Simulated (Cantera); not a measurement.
(CH3)2SiCl2 + C3H8 + H2 (silicon carbide growth)

A closed system holds: 1 mol (CH3)2SiCl2, 0.84 mol C3H8, 9.7 mol H2, at 66.0 mbar.

These are equilibrium values from Cantera (NASA tables, ideal gas, pure condensed phases), not measurements of a reactor. Candidate condensed phases: C, C6H6, C7H8, C8H18, Si, SiC; 109 gas species. The feed counts by its element totals alone. The tables' values for SiCl3 are old estimates; treat these amounts as uncertain. Kinetics and transport are ignored.

From 1098 K to 1548 K the condensed part is C(graphite) + SiC(s). The main Si-bearing gas is SiCl4 at 1098 K and SiCl2 at 1548 K.

```tsv
T (K)	log p H2	log p HCl	log p SiCl4	log p CH4	log p SiCl2	log p SiHCl3	log p H	n C(graphite)	n SiC(s)
1098	-1.23	-2.15	-3.84	-3.90	-5.82	-4.76	-8.22	3.53	0.957
1173	-1.23	-2.12	-4.36	-4.18	-5.50	-5.11	-7.55	3.52	0.985
1248	-1.23	-2.12	-4.89	-4.42	-5.25	-5.46	-6.95	3.52	0.993
1323	-1.23	-2.11	-5.37	-4.64	-5.03	-5.78	-6.42	3.52	0.995
1398	-1.23	-2.11	-5.80	-4.83	-4.85	-6.08	-5.94	3.52	0.995
1473	-1.23	-2.11	-6.19	-5.00	-4.68	-6.34	-5.52	3.52	0.994
1548	-1.23	-2.12	-6.55	-5.16	-4.53	-6.58	-5.13	3.53	0.992
```
log p: log10 of the partial pressure in bar; n: condensed amount in mol.
